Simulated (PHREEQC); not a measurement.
Consider water at 20 °C with 0.0063 mol/kgw Cu(NO3)2 and 0.014 mol/kgw Na2SO4. Closed to the air; pH follows from the charge balance.

Computed with PHREEQC (ion-association model, wateq4f.dat).

Each row changes one thing in this solution. Precipitation was switched off in this run.

| case | pH | ionic strength (mol/kgw) | SO4-2 (mol/kgw) | NaSO4- (mol/kgw) | HSO4- (mol/kgw) | SI of Mirabilite (Na2SO4:10H2O) |
|---|---|---|---|---|---|---|
| as made | 5.12 | 0.0513 | 0.0112 | 0.000684 | 4.20e-6 | -4.23 |
| diluted 5-fold with water | 5.37 | 0.0112 | 0.00253 | 4.47e-5 | 6.93e-7 | ___ |
| Cu(NO3)2 left out | 7.17 | 0.0403 | 0.0132 | 0.000849 | 4.53e-8 | -4.13 |
| Cu(NO3)2 replaced by CuSO4 at the same molality | 5.18 | ___ | 0.0167 | 0.000985 | 5.37e-6 | -4.08 |
| Cu(NO3)2 from 0.0063 to 0.00126 mol/kgw | 5.53 | 0.0423 | 0.0127 | 0.000812 | 1.93e-6 | -4.15 |
| Cu(NO3)2 from 0.0063 to 0.00945 mol/kgw | 5.00 | 0.0578 | 0.0106 | 0.000620 | 5.02e-6 | -4.28 |
| Na2SO4 from 0.014 to 0.14 mol/kgw | 5.47 | 0.364 | ___ | 0.0305 | 1.08e-5 | -1.77 |
| 0.00047 mol/kgw HF added | ___ | 0.0515 | 0.0112 | 0.000677 | 0.000121 | -4.24 |

### Question
What belongs in the gaps?

### Answer

- diluted 5-fold with water, SI of Mirabilite (Na2SO4:10H2O): -6.03
- Cu(NO3)2 replaced by CuSO4 at the same molality, ionic strength (mol/kgw): 0.0549
- Na2SO4 from 0.014 to 0.14 mol/kgw, SO4-2 (mol/kgw): 0.106
- 0.00047 mol/kgw HF added, pH: 3.65

Some of these states are supersaturated (in Antlerite, Brochantite, for instance).
